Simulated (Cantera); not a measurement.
A closed system holds: 1 mol V2O5, 81 mol H2, 0.42 mol H2O, held at 1902 °C and 1 atm.

These are equilibrium values from Cantera (NASA tables, ideal gas, pure condensed phases), not measurements of a reactor. Candidate condensed phases: H2O, V, VO, V2O3, V2O4, V2O5; 12 gas species. VO: taken at fixed stoichiometry. Equilibrium is a limit: real reactors are often held back by kinetics, nucleation or transport.

Q: What is the equilibrium state?

A: 
```json
{
 "x(H2)": "0.953",
 "x(H2O)": "0.0418",
 "x(H)": "0.00474",
 "x(VO2)": "0.000117",
 "x(OH)": "2.79e-5",
 "x(VO)": "1.93e-5",
 "n(VO(l))": "1.99 mol",
 "gas_amount": "81.63 mol",
 "log10 activity of V(s) (absent)": "-1.85",
 "log10 activity of V2O5(l) (absent)": "-7.58"
}
```
